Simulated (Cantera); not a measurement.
Charge: 1 mol BCl3, 3.9 mol O2, 61 mol H2, 0.37 mol NH3, equilibrated at 0.133 bar.

These are equilibrium values from Cantera (NASA tables, ideal gas, pure condensed phases), not measurements of a reactor. Candidate condensed phases: B, BN, B2O3, B3O3H3, H2O, NH4Cl; 49 gas species. Gases not in the tables: H3BO3. The numbers say what is thermodynamically allowed, not how fast it happens. All values below are at 923 K.

Base state: H2 0.850, H2O 0.0989, HCl 0.0474, N2 0.00292, (HBO2)3 0.000479 (mole fractions); condensed: B2O3(l).

Problem. What changes in the equilibrium state with this change: O2 from 3.9 to 0.71 mol?

Solution. 
```json
[
 {"species": "H2", "before": "0.850", "after": "0.950"},
 {"species": "HCl", "before": "0.0474", "after": "0.0475"},
 {"species": "N2", "before": "0.00292", "after": "0.00229"},
 {"species": "H2O", "before": "0.0989", "after": "0.000636"},
 {"species": "(HBO2)3", "before": "0.000479", "after": "2.47e-7"},
 {"species": "B2O3(l), mol", "before": "0.454", "after": "0.460"},
 {"species": "BN(s), mol", "before": "0", "after": "0.0801"}
]
```
